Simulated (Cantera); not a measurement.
Diamond growth

A diamond (100) surface in a fixed gas of H2 with x(CH4) = 0.0065, x(H) = 0.00091, at 948 K, 0.0987 atm; coverages are run to steady state.

Computed with Cantera and the Harris–Goodwin 1993 mechanism for the reconstructed diamond (100) surface.

```tsv
x(CH3)	growth (µm/h)	θ c6HH	θ c6H*	θ c6*H	θ c6**	θ c6HM
1e-06	0.0393	0.647	0.0139	0.332	0.00626	0.000715
2.5e-06	0.0981	0.646	0.0139	0.332	0.00625	0.00179
6.3e-06	0.246	0.644	0.0138	0.330	0.00622	0.00448
1.6e-05	0.619	0.638	0.0137	0.327	0.00615	0.0113
3.9e-05	1.47	0.625	0.0134	0.321	0.00599	0.0269
9.8e-05	3.50	0.594	0.0128	0.304	0.00560	0.0638
0.00024	7.58	0.532	0.0114	0.272	0.00482	0.138
0.00061	14.8	0.423	0.00896	0.214	0.00348	0.270
0.0015	23.4	0.292	0.00605	0.144	0.00196	0.427
```
θ: site fractions in the mechanism's names (c6HH fully hydrogenated, c6H* and c6*H radical sites, c6** diradical, c6HM methylated).
